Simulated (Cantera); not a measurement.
A closed system holds: 1 mol C₂F₆, 0.17 mol H₂, equilibrated at 2098 K and 2.70 Pa.

Method: chemical equilibrium by Gibbs-energy minimisation in Cantera with the NASA 1993 tables (ideal gas, pure condensed phases). The feed counts by its element totals alone. Kinetics and transport are ignored.

```tsv
species	before	after
F	0.868	0.797
C	8.43e-6	0.0622
C₃	1.02e-5	0.0572
CF₂	0.0648	0.000181
C₂	8.78e-7	0.0122
H	1.47e-5	0.0214
CF	0.00638	0.0235
HF	0.0604	0.0265
CF₄	0.000195	<1e-9
CF₃	0.000125	2.23e-9
C₄	<1e-9	4.01e-5
C₅	3.81e-9	9.38e-5
C₂H	<1e-9	1.43e-5
C(graphite), mol	1.60	0
```
Gas species are given as mole fractions.

**Question.** Name the change that produced these shifts.
A) H₂ from 0.17 to 3.1 mol
B) H₂ from 0.17 to 7 mol
C) temperature from 2098 K to 2748.15 K
D) pressure from 2.70 Pa to 12.0 Pa

**Answer.** C, temperature from 2098 K to 2748.15 K
